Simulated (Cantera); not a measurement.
Mixture: CH4 : CO : O2 : N2 = 1 : 0.64 : 1.78 : 6.71 (molar parts), at 7500 Torr, adiabatic and at constant pressure. Ignition delay is the time to a rise of 400 K.

Detailed kinetics in Cantera: GRI-Mech 3.0 (53 species, 325 reactions).

Question: What does this change do: pressure from 7500 Torr to 750 Torr?

Answer: 
```
quantity                                                before       after
--------------------------------------------------  ----------  ----------
delay at 1298 K                                        2.60 ms     17.3 ms
delay at 1448 K                                       0.439 ms     2.48 ms
delay at 1598 K                                        95.1 µs    0.531 ms
delay at 1748 K                                        26.2 µs    0.165 ms
apparent activation energy between 1673 and 1823 K  200 kJ/mol  170 kJ/mol
```
